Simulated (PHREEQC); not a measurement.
NaF is added in steps, without added water, to 1 kg of water holding 0.077 mol HNO3 and 0.00037 mol KNO3, at 57 °C. Oxygen is held at 0.21 atm. No CO2 enters from the air. Nothing may precipitate in this run.

Base run: PHREEQC, ion-association model, wateq4f.dat. Each further column changes one thing. The table gives F- (mol/kgw).

```csv
NaF added (mol),base,database phreeqc.dat,Debye-Hückel limiting law,all activity coefficients set to 1,Davies equation for every ion
0,0,0,0,0,0
0.01283,0.000112,0.000114,0.000140,7.05e-5,0.000116
0.02567,0.000274,0.000284,0.000342,0.000172,0.000283
0.0385,0.000530,0.000559,0.000661,0.000336,0.000548
0.05133,0.00100,0.00107,0.00124,0.000643,0.00104
0.06417,0.00210,0.00225,0.00255,0.00141,0.00216
0.077,0.00530,0.00550,0.00599,0.00418,0.00539
```

wateq4f.dat counts part of the HF as a dimer, H2F2, which phreeqc.dat doesn't know; its constant is uncertain. Away from 25 °C the constants follow the database's enthalpies or fits; those with neither stay at their 25 °C values. phreeqc.dat and wateq4f.dat share most of their constants, so their agreement is no independent check.
